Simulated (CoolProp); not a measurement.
A closed Brayton cycle with carbon dioxide: compressor inlet 321.15 K and 8.6 MPa, high pressure 23.9 MPa, turbine inlet 880 K, compressor efficiency 0.85, turbine efficiency 0.85, recuperator effectiveness 0.8 (on enthalpy, no pinch check). Each further row changes one setting.

Model: reference Helmholtz-energy equation of state, Span 1996, in CoolProp.

```csv
case,thermal efficiency (%),net work (kJ/kg),compressor to turbine work,compressor exit (K),turbine exit (K)
as stated,28.8,87.9,0.35,400.1,759.7
turbine inlet 830 K,[?],[?],[?],400.1,713.8
compressor inlet 331.15 K,27.7,[?],0.41,419.3,759.7
high pressure 20.3 MPa,26.9,[?],0.33,[?],[?]
recuperator effectiveness 0.5,20.4,87.9,0.35,400.1,759.7
```

Q: Some entries are withheld; supply them.

A: 
- turbine inlet 830 K, thermal efficiency (%): 27.8
- turbine inlet 830 K, net work (kJ/kg): 79.2
- turbine inlet 830 K, compressor to turbine work: 0.38
- compressor inlet 331.15 K, net work (kJ/kg): 79.9
- high pressure 20.3 MPa, net work (kJ/kg): 76.8
- high pressure 20.3 MPa, compressor exit (K): 387.2
- high pressure 20.3 MPa, turbine exit (K): 778.3
